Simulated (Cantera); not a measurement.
**Gas-phase reforming**

A perfectly stirred reactor is fed with 61.7 % CH₄, 29.6 % H₂O, 7.40 % H₂, 1.30 % N₂, at 680000 Pa; it is held at 1523 K, and followed from long to short residence time.

Detailed kinetics in Cantera: GRI-Mech 3.0 (53 species, 325 reactions). GRI-Mech 3.0 stops at C3 and has no aromatics, soot or wall deposition, so with more carbon than oxygen in the feed, carbon stays in small species such as C2H2 where larger ones or solid carbon would form.

```csv
τ (s),x CH₄,x H₂O,x H₂,x C₂H₆,x C₂H,x CH₃,x CH₂CO
3.3,0.270,0.159,0.429,0.000603,1.23e-9,7.36e-5,6.89e-6
1.0,0.282,0.201,0.387,0.000669,1.66e-9,7.88e-5,1.09e-5
0.31,0.306,0.230,0.347,0.000684,1.78e-9,8.34e-5,1.35e-5
0.095,0.372,0.252,0.283,0.000711,1.41e-9,9.32e-5,1.26e-5
0.029,0.477,0.273,0.192,0.000970,7.83e-10,0.000114,8.33e-6
0.0090,0.558,0.287,0.122,0.00137,2.73e-10,0.000135,3.13e-6
0.0027,0.598,0.294,0.0879,0.00147,4.35e-11,0.000142,4.46e-7
0.00084,0.612,0.296,0.0775,0.00106,3.08e-12,0.000130,2.09e-8
0.00026,0.615,0.296,0.0749,0.000481,<1e-12,0.000108,3.34e-10
```
x: mole fraction; the columns are a selection and need not sum to one.
